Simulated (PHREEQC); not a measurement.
Make-up at 42 °C: 0.062 mol HF, 0.00066 mol (CH3)4NF and 0.026 mol H2SO4 per kg of water. Closed to the air; pH follows from the charge balance.

Equilibrium calculation in PHREEQC: ion-association model, wateq4f.dat.

Precipitation was switched off in this run.

### Question
Order these F species by the share of F that they hold, largest first: HF2-, H2F2, F-, HF.

### Answer
HF (85 %), H2F2 (13 %), F- (1.7 %), HF2- (0.79 %)

The pH is 1.53 and the ionic strength 0.0425 mol/kgw. Species that the database lacks are ignored. (CH3)4N+ isn't in the database: it is added as a free cation with an ion size of 4 Å. wateq4f.dat counts part of the HF as a dimer, H2F2, which phreeqc.dat doesn't know; its constant is uncertain. Away from 25 °C the constants follow the database's enthalpies or fits; those with neither stay at their 25 °C values.
